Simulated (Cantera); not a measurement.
What does this Cantera script print?

```python
import numpy as np
import cantera as ct

gas_names = """
    B BH BH2 BH3 BN BO BO2 B2 B2O B2O2 B2O3 B3O3H3 H HBO HBO2 HNO HNO2 HNO3 HO2 H2 H2O H2O2 H3B3O6 N NH
    NH2 NH3 NH2OH NO NO2 NO3 N2 N2H2 N2H4 N2O O OH O2 O3
""".split()
cond_names = """
    B(b) B(L) BN(s) B2O3(L) B3O3H3(cr) H2O(s) H2O(L)
""".split()


# ... load() reads the species with a 1 bar reference pressure and builds the phases ...
atoms = {
    'borazine': {'B': 3, 'N': 3, 'H': 6},
    'O2': {'O': 2},
}
top_T = {'BN(s)': 3200}  # K; cautious upper limits of use, not melting points


# ... equilibrate(T, P, feed) seeds the gas with the atoms and calls Mixture.equilibrate('TP', solver="vcs", rtol=1e-11, max_steps=5000) ...
results = []
T = 1398  # K
P = 13332.2  # Pa
for m in [0.083, 0.11, 0.15, 0.21, 0.28, 0.39, 0.52, 0.71, 0.97, 1.3, 1.8, 2.4, 3.3]:
    feed = {'borazine': 1, 'O2': m}  # mol
    mix = equilibrate(T, P, feed)
    results.append((T, P, feed, dict(zip(mix.species_names, mix.species_moles))))
    x = sorted(zip(gas.X, gas.species_names), reverse=True)
    print(f"T = {T:g} K  P = {P:g} Pa  n(O2) = {m:g} mol  gas = {mix.phase_moles(0):.4g} mol")
    print("   x: " + "  ".join(f"{s} {v:.3e}" for v, s in x if v > 1e-05))
    print("   condensed (mol): " + ("  ".join(f"{mix.phase(i).name} {mix.phase_moles(i):.4g}"
          for i in range(1, mix.n_phases) if mix.phase_moles(i) > 1e-12) or "none"))
```

Result:

```
T = 1398 K  P = 13332.2 Pa  n(O2) = 0.083 mol  gas = 3.056 mol
   x: H2 9.802e-01  N2 1.765e-02  H2O 1.062e-03  HBO2 8.172e-04  HBO 2.087e-04  B2O3 1.719e-05  H 1.283e-05
   condensed (mol): BN(s) 2.892  B2O3(L) 0.05232
T = 1398 K  P = 13332.2 Pa  n(O2) = 0.11 mol  gas = 3.073 mol
   x: H2 9.744e-01  N2 2.336e-02  H2O 1.159e-03  HBO2 8.537e-04  HBO 1.985e-04  B2O3 1.719e-05  H 1.279e-05
   condensed (mol): BN(s) 2.856  B2O3(L) 0.07014
T = 1398 K  P = 13332.2 Pa  n(O2) = 0.15 mol  gas = 3.1 mol
   x: H2 9.659e-01  N2 3.171e-02  H2O 1.272e-03  HBO2 8.944e-04  HBO 1.879e-04  B2O3 1.719e-05  H 1.274e-05
   condensed (mol): BN(s) 2.803  B2O3(L) 0.09659
T = 1398 K  P = 13332.2 Pa  n(O2) = 0.21 mol  gas = 3.14 mol
   x: H2 9.535e-01  N2 4.399e-02  H2O 1.401e-03  HBO2 9.384e-04  HBO 1.767e-04  B2O3 1.719e-05  H 1.265e-05
   condensed (mol): BN(s) 2.724  B2O3(L) 0.1363
T = 1398 K  P = 13332.2 Pa  n(O2) = 0.28 mol  gas = 3.187 mol
   x: H2 9.394e-01  N2 5.794e-02  H2O 1.513e-03  HBO2 9.752e-04  HBO 1.676e-04  B2O3 1.719e-05  H 1.256e-05
   condensed (mol): BN(s) 2.631  B2O3(L) 0.1828
T = 1398 K  P = 13332.2 Pa  n(O2) = 0.39 mol  gas = 3.26 mol
   x: H2 9.181e-01  N2 7.907e-02  H2O 1.640e-03  HBO2 1.015e-03  HBO 1.573e-04  B2O3 1.719e-05  H 1.242e-05
   condensed (mol): BN(s) 2.484  B2O3(L) 0.2558
T = 1398 K  P = 13332.2 Pa  n(O2) = 0.52 mol  gas = 3.346 mol
   x: H2 8.942e-01  N2 1.029e-01  H2O 1.743e-03  HBO2 1.047e-03  HBO 1.486e-04  B2O3 1.719e-05  H 1.225e-05
   condensed (mol): BN(s) 2.312  B2O3(L) 0.3422
T = 1398 K  P = 13332.2 Pa  n(O2) = 0.71 mol  gas = 3.473 mol
   x: H2 8.614e-01  N2 1.355e-01  H2O 1.841e-03  HBO2 1.076e-03  HBO 1.393e-04  B2O3 1.719e-05  H 1.203e-05
   condensed (mol): BN(s) 2.059  B2O3(L) 0.4685
T = 1398 K  P = 13332.2 Pa  n(O2) = 0.97 mol  gas = 3.646 mol
   x: H2 8.203e-01  N2 1.766e-01  H2O 1.915e-03  HBO2 1.097e-03  HBO 1.300e-04  B2O3 1.719e-05  H 1.174e-05
   condensed (mol): BN(s) 1.712  B2O3(L) 0.6414
T = 1398 K  P = 13332.2 Pa  n(O2) = 1.3 mol  gas = 3.866 mol
   x: H2 7.734e-01  N2 2.234e-01  H2O 1.953e-03  HBO2 1.108e-03  HBO 1.214e-04  B2O3 1.719e-05  H 1.140e-05
   condensed (mol): BN(s) 1.273  B2O3(L) 0.8611
T = 1398 K  P = 13332.2 Pa  n(O2) = 1.8 mol  gas = 4.199 mol
   x: H2 7.118e-01  N2 2.850e-01  H2O 1.949e-03  HBO2 1.107e-03  HBO 1.118e-04  B2O3 1.719e-05  H 1.093e-05
   condensed (mol): BN(s) 0.6068  B2O3(L) 1.194
T = 1398 K  P = 13332.2 Pa  n(O2) = 2.4 mol  gas = 4.514 mol
   x: H2 5.981e-01  N2 3.323e-01  H2O 6.326e-02  HBO2 6.307e-03  H3B3O6 3.546e-05  B2O3 1.719e-05  HBO 1.650e-05  H 1.002e-05
   condensed (mol): B2O3(L) 1.485
T = 1398 K  P = 13332.2 Pa  n(O2) = 3.3 mol  gas = 4.537 mol
   x: H2O 4.534e-01  N2 3.306e-01  H2 1.984e-01  HBO2 1.689e-02  H3B3O6 6.804e-04  B2O3 1.719e-05
   condensed (mol): B2O3(L) 1.457
```

Method: chemical equilibrium by Gibbs-energy minimisation in Cantera with the NASA 1993 tables (ideal gas, pure condensed phases). The feed counts by its element totals alone. Mutual solubility and eutectic melting of coexisting phases are not modelled. Gases not in the tables: H3BO3.
